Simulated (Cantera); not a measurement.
An isothermal, constant-pressure homogeneous reactor starts with 11.5 % H2, 88.5 % O2, at 1025 K and 7.05 Torr.

Detailed kinetics in Cantera: the H2/O2 subset of GRI-Mech 3.0, which has no nitrogen chemistry. Radical loss at walls, strong at low pressure, is not modelled. The temperature is held fixed by assumption; the heat of reaction is taken as removed at once.

One state of this run: x H2 = 1.29e-7; x O2 = 0.878; x H2O = 0.122; x O = 1.59e-6; x H2O2 = 7.99e-9. x: mole fraction; the columns are a selection and need not sum to one.

Task: Which value of t (s) does it belong to?
A. 0.00223
B. 0.00672
C. 5.00
D. 0.0609

Result: C, 5.00
